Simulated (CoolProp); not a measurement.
Vapour-liquid equilibrium of carbon dioxide (1) + CH2F2 (R32) (2) at 235.1 K; x and y are mole fractions of (1).

The numbers come from the multi-fluid Helmholtz-energy mixture model, Span 1996 and Tillner-Roth 1997; pair parameters Bell 2016 in CoolProp.

Give the bubble pressure and the first vapour's composition at x = 0.05, 0.5, 0.65. Is there an azeotrope?

x = 0.05: 2.389 bar, y = 0.219; x = 0.5: 6.423 bar, y = 0.827; x = 0.65: 7.712 bar, y = 0.893. No azeotrope shows between x = 0.05 and 0.95.

The pair parameters rest on a limited set of measurements; away from them the model extrapolates.
